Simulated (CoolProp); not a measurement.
A simple Rankine cycle with water: condensing at 308.15 K, boiler at 0.876 MPa, turbine inlet 449.3 K, turbine efficiency 0.6, pump efficiency 0.8, no recuperator. Each further row changes one setting.

Computed with CoolProp (reference Helmholtz-energy equation of state, Wagner 2002).

| case | thermal efficiency (%) | net work (kJ/kg) | heat in (kJ/kg) | turbine exit temperature (K) | volume ratio over the turbine |
|---|---|---|---|---|---|
| as stated | 16.8 | 443 | 2630 | 308.1 | 103 |
| turbine inlet 469.3 K | 16.9 | 452 | 2680 | 308.1 | 98.9 |
| condensing temperature 300.15 K | 17.7 | 472 | 2660 | 300.2 | 157 |
| boiler pressure 0.613 MPa | 15.8 | 418 | 2650 | 308.1 | 71.8 |
| turbine efficiency 0.5 | 14.0 | 369 | 2630 | 308.1 | 106 |

The expansion ends wet for: as stated; turbine inlet 469.3 K; condensing temperature 300.15 K; boiler pressure 0.613 MPa; turbine efficiency 0.5.
